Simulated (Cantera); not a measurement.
Feed: 1 mol Si3H8, 9.1 mol H2, equilibrated at 2.70 mbar.

These are equilibrium values from Cantera (NASA tables, ideal gas, pure condensed phases), not measurements of a reactor. Candidate condensed phases: Si; 9 gas species. The feed counts by its element totals alone. Gases not in the tables: Si2H6 and higher silanes. The numbers say what is thermodynamically allowed, not how fast it happens.

log p: log10 of the partial pressure in bar; n: condensed amount in mol.

```
T (°C)  log p H2  log p H  log p Si  log p SiH  log p SiH2  n Si(s)  n Si(l)
------  --------  -------  --------  ---------  ----------  -------  -------
900        -2.57    -8.21    -12.31     -12.34      -10.74     3.00        0
950        -2.57      ___       ___        ___         ___     3.00        0
1000       -2.57    -7.43    -10.74     -11.04       -9.89     3.00        0
1050       -2.57    -7.08    -10.05     -10.47       -9.52     3.00        0
1100       -2.57    -6.76     -9.41      -9.94       -9.17     3.00        0
1150       -2.57    -6.46     -8.82      -9.45       -8.85     3.00        0
1200       -2.57    -6.18     -8.26      -8.99       -8.55     3.00        0
1250       -2.57    -5.92     -7.74      -8.56       -8.27     3.00        0
1300       -2.57    -5.68     -7.26      -8.16       -8.00     3.00        0
1350       -2.57      ___       ___        ___         ___     3.00        0
1400       -2.57    -5.23     -6.38      -7.44       -7.53     3.00        0
1450       -2.57    -5.02     -6.01      -7.13       -7.34        0     2.99
1500       -2.57    -4.83     -5.67      -6.87       -7.18        0     2.99
```

### Question
Complete the blanks.

### Answer

- 1350, log p H: -5.45
- 1350, log p Si: -6.81
- 1350, log p SiH: -7.79
- 1350, log p SiH2: -7.76
- 950, log p H: -7.81
- 950, log p Si: -11.49
- 950, log p SiH: -11.66
- 950, log p SiH2: -10.30
